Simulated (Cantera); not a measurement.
Adiabatic ignition

An adiabatic, constant-pressure homogeneous reactor starts with CH4 : C2H6 : C3H8 : O2 : N2 = 1 : 0.05 : 0.52 : 2.27 : 25 (molar parts), equivalence ratio 2.1, at 1150 K and 10.0 bar.

Computed with Cantera and GRI-Mech 3.0 (53 species, 325 reactions). GRI-Mech 3.0 was tuned for natural gas; its chemistry of propane as a main component is partial and can be far from experiment.

| t (s) | T (K) | x CH4 | x C2H6 | x C3H8 | x NO | x CH2O |
|---|---|---|---|---|---|---|
| 2.00e-6 | 1150 | 0.0347 | 0.00173 | 0.0180 | <1e-12 | 1.97e-10 |
| 8.29e-6 | 1150 | 0.0347 | 0.00173 | 0.0180 | <1e-12 | 4.05e-9 |
| 3.44e-5 | 1150 | 0.0347 | 0.00173 | 0.0180 | <1e-12 | 1.09e-7 |
| 0.000143 | 1150 | 0.0347 | 0.00173 | 0.0180 | <1e-12 | 3.73e-6 |
| 0.000591 | 1150 | 0.0347 | 0.00174 | 0.0179 | <1e-12 | 3.82e-5 |
| 0.00245 | 1151 | 0.0348 | 0.00179 | 0.0174 | <1e-12 | 0.000207 |
| 0.0102 | 1755 | 0.00868 | 1.20e-5 | 3.28e-9 | 5.83e-8 | 2.62e-6 |
| 0.0421 | 1734 | 0.00375 | 1.32e-6 | 2.78e-10 | 8.73e-9 | 4.06e-7 |
| 0.175 | 1722 | 0.00255 | 5.20e-7 | 1.10e-10 | 6.40e-9 | 1.86e-7 |
| 0.724 | 1709 | 0.00118 | 9.43e-8 | 1.09e-11 | 5.31e-9 | 6.79e-8 |
| 3.00 | 1701 | 9.95e-5 | 6.25e-10 | <1e-12 | 5.04e-9 | 2.86e-8 |
x: mole fraction; the columns are a selection and need not sum to one.

```yaml
time_of_steepest_temperature_rise: 8.99 ms
temperature at 3.00 s: 1701 K
equilibrium_temperature: 1700 K
x(CH4) at 3.00 s: 9.95e-5 (gas-phase equilibrium 4.87e-8)
x(C2H6) at 3.00 s: 6.25e-10 (gas-phase equilibrium <1e-12)
x(C3H8) at 3.00 s: <1e-12 (gas-phase equilibrium <1e-12)
```
